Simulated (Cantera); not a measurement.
# Moist CO burnout

An isothermal, constant-pressure homogeneous reactor starts with 1.30 % CO, 2.14 % O₂, 3.71 % H₂O, 92.9 % N₂, equivalence ratio 0.30, at 1325 K and 0.227 atm.

Cantera simulation using GRI-Mech 3.0 (53 species, 325 reactions); the numbers are that mechanism's predictions, not measurements.

| t (s) | x CO | x O₂ | x H₂O | x CO₂ | x H₂ | x NO₂ | x N₂O |
|---|---|---|---|---|---|---|---|
| 4.00e-5 | 0.0130 | 0.0214 | 0.0371 | 7.75e-10 | <1e-12 | <1e-12 | <1e-12 |
| 8.92e-5 | 0.0130 | 0.0214 | 0.0371 | 1.82e-9 | 8.23e-12 | <1e-12 | <1e-12 |
| 0.000199 | 0.0130 | 0.0214 | 0.0371 | 4.86e-9 | 1.08e-10 | <1e-12 | <1e-12 |
| 0.000443 | 0.0130 | 0.0214 | 0.0371 | 1.87e-8 | 1.36e-9 | <1e-12 | <1e-12 |
| 0.000988 | 0.0130 | 0.0214 | 0.0371 | 1.74e-7 | 2.33e-8 | <1e-12 | <1e-12 |
| 0.00220 | 0.0130 | 0.0213 | 0.0371 | 1.43e-5 | 2.21e-6 | <1e-12 | 6.78e-11 |
| 0.00491 | 0.00775 | 0.0188 | 0.0353 | 0.00526 | 0.000896 | 5.61e-12 | 3.31e-8 |
| 0.0110 | 0.000969 | 0.0155 | 0.0357 | 0.0121 | 0.000801 | 7.75e-11 | 4.79e-8 |
| 0.0244 | 0.000194 | 0.0150 | 0.0370 | 0.0129 | 0.000179 | 3.03e-10 | 7.55e-8 |
| 0.0545 | 3.89e-5 | 0.0149 | 0.0373 | 0.0130 | 3.42e-5 | 9.22e-10 | 1.04e-7 |
| 0.121 | 7.95e-6 | 0.0149 | 0.0373 | 0.0131 | 7.45e-6 | 1.57e-9 | 1.19e-7 |
| 0.271 | 1.83e-6 | 0.0149 | 0.0374 | 0.0131 | 1.98e-6 | 1.62e-9 | 1.20e-7 |
| 0.604 | 5.16e-7 | 0.0149 | 0.0374 | 0.0131 | 6.38e-7 | 1.30e-9 | 1.03e-7 |
| 1.35 | 1.81e-7 | 0.0150 | 0.0374 | 0.0131 | 2.48e-7 | 1.08e-9 | 6.66e-8 |
| 3.00 | 8.40e-8 | 0.0150 | 0.0374 | 0.0131 | 1.23e-7 | 1.10e-9 | 2.55e-8 |
x: mole fraction; the columns are a selection and need not sum to one.

Equilibrium at this temperature and pressure: CO 5.63e-8, O₂ 0.0149, H₂O 0.0374, CO₂ 0.0131, H₂ 8.63e-8, NO₂ 1.69e-7, N₂O 4.63e-9 (gas phase only).
